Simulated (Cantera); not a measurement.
An isothermal, constant-pressure homogeneous reactor starts with NH3 : N2 = 1 : 1.4 (molar parts), at 2073 K and 0.197 atm.

Cantera simulation using the gas-phase N/H chemistry of the illustrative SiF4/NH3 mechanism in the Surface Chemkin manual (1991); the numbers are that mechanism's predictions, not measurements. Walls and surfaces, which speed up NH3 decomposition in real reactors, are not modelled.

x: mole fraction; the columns are a selection and need not sum to one.

```csv
t (s),x NH3,x H2,x NH,x NH2,x H
0.000400,0.415,0.00123,8.47e-6,0.00115,2.95e-6
0.000825,0.412,0.00369,1.16e-5,0.00137,6.38e-6
0.00170,0.407,0.00925,1.30e-5,0.00133,1.24e-5
0.00350,0.396,…,…,0.00125,…
0.00722,0.376,0.0424,1.69e-5,0.00113,4.47e-5
0.0149,0.337,0.0831,1.86e-5,0.000986,8.33e-5
0.0307,0.273,0.152,1.91e-5,0.000816,0.000154
0.0632,0.181,0.248,1.77e-5,0.000603,0.000278
0.130,0.0852,0.350,1.41e-5,0.000357,0.000493
0.269,…,0.418,…,…,…
0.554,0.000921,0.438,2.98e-6,1.66e-5,0.00264
1.14,4.01e-5,0.438,2.84e-7,1.07e-6,0.00391
2.35,1.18e-5,0.438,8.39e-8,3.14e-7,0.00392
4.85,4.82e-6,0.438,3.44e-8,1.29e-7,0.00392
10.0,2.24e-6,0.438,1.60e-8,5.97e-8,0.00392
```

Task: What belongs in the gaps?

Result: 
- 0.00350, x H2: 0.0205
- 0.00350, x NH: 1.48e-5
- 0.00350, x H: 2.37e-5
- 0.269, x NH3: 0.0208
- 0.269, x NH: 8.84e-6
- 0.269, x NH2: 0.000137
- 0.269, x H: 0.000924
